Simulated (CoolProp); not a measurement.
CF4 (R14) at 422.4 K and 0.326 MPa is throttled through a valve to 0.0139 MPa with no heat exchange. Each further row changes one setting.

Computed with CoolProp (reference Helmholtz-energy equation of state, Platzer 1990). This equation is an older, rougher fit.

| case | final density (kg/m³) |
|---|---|
| as stated | ___ |
| outlet pressure 0.00417 MPa | ___ |
| outlet pressure 0.0181 MPa | ___ |

Some entries are withheld; supply them.


- as stated, final density (kg/m³): 0.349
- outlet pressure 0.00417 MPa, final density (kg/m³): 0.105
- outlet pressure 0.0181 MPa, final density (kg/m³): 0.454
